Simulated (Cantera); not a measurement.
Input: 1 mol PbO, 32 mol H2, 1 mol H2O, held at 1098.15 K and 0.140 bar.

These are equilibrium values from Cantera (NASA tables, ideal gas, pure condensed phases), not measurements of a reactor. Candidate condensed phases: H2O, Pb, PbO, PbO2, Pb3O4; 12 gas species. Equilibrium is a limit: real reactors are often held back by kinetics, nucleation or transport.

Base state: H2 0.939, H2O 0.0606, Pb 0.000837 (mole fractions); condensed: Pb(l).

Question: What changes in the equilibrium state with this change: PbO replaced by CuO?

Answer: 
```
species       before   after
----------  --------  ------
H2             0.939   0.939
H2O           0.0606  0.0606
Pb          0.000837       0
Pb(l), mol     0.972       0
Cu(s), mol         0    1.00
```
Further candidate phases: Cu, CuO, Cu(OH)2, Cu2O.
